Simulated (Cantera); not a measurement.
An isothermal, constant-pressure homogeneous reactor starts with H2 : O2 = 0.018 : 1 (molar parts), at 1198 K and 10.00 Torr.

Detailed kinetics in Cantera: GRI-Mech 3.0 (53 species, 325 reactions). Radical loss at walls, strong at low pressure, is not modelled.

x: mole fraction; the columns are a selection and need not sum to one.

| t (s) | x H2 | x O2 | x H2O2 | x OH | x H | x O | x HO2 |
|---|---|---|---|---|---|---|---|
| 0.000300 | 0.0177 | 0.982 | <1e-12 | 4.61e-9 | 1.77e-9 | 5.80e-9 | ___ |
| 0.000776 | 0.0177 | 0.982 | 6.44e-12 | 3.04e-8 | 8.91e-9 | 4.30e-8 | ___ |
| 0.00201 | 0.0177 | 0.982 | 4.50e-11 | 1.49e-6 | 4.15e-7 | 2.18e-6 | ___ |
| 0.00520 | 0.00597 | 0.972 | 1.44e-7 | 0.00289 | 0.00174 | 0.00753 | ___ |
| 0.0135 | 0.000122 | 0.968 | 3.22e-8 | 0.00131 | 0.00116 | 0.0134 | ___ |
| 0.0348 | 9.95e-5 | 0.970 | 3.18e-8 | 0.00119 | 0.000856 | 0.0109 | 1.37e-6 |
| 0.0901 | 6.41e-5 | 0.975 | 3.08e-8 | 0.000954 | 0.000435 | 0.00693 | ___ |
| 0.233 | 2.72e-5 | 0.979 | 2.68e-8 | 0.000622 | 0.000118 | 0.00289 | ___ |
| 0.603 | 7.28e-6 | 0.981 | 1.85e-8 | 0.000324 | 1.63e-5 | 0.000772 | ___ |
| 1.56 | 1.49e-6 | 0.982 | 9.14e-9 | 0.000147 | 1.52e-6 | 0.000159 | ___ |
| 4.04 | 2.97e-7 | 0.982 | 3.39e-9 | 6.59e-5 | 1.36e-7 | 3.17e-5 | ___ |
| 10.5 | 6.65e-8 | 0.982 | 1.09e-9 | 3.13e-5 | 1.46e-8 | 7.14e-6 | ___ |
| 27.1 | 1.76e-8 | 0.982 | 3.50e-10 | 1.61e-5 | 1.99e-9 | 1.89e-6 | ___ |
| 70.0 | 5.52e-9 | 0.982 | 1.23e-10 | 9.06e-6 | 3.53e-10 | 5.97e-7 | ___ |

Task: What belongs in the gaps?

Result: 
- 0.000300, x HO2: 4.62e-9
- 0.000776, x HO2: 1.20e-8
- 0.00201, x HO2: 3.82e-8
- 0.00520, x HO2: 2.21e-6
- 0.0135, x HO2: 1.48e-6
- 0.0901, x HO2: 1.14e-6
- 0.233, x HO2: 7.57e-7
- 0.603, x HO2: 3.64e-7
- 1.56, x HO2: 1.27e-7
- 4.04, x HO2: 3.67e-8
- 10.5, x HO2: 1.09e-8
- 27.1, x HO2: 4.80e-9
- 70.0, x HO2: 4.35e-9
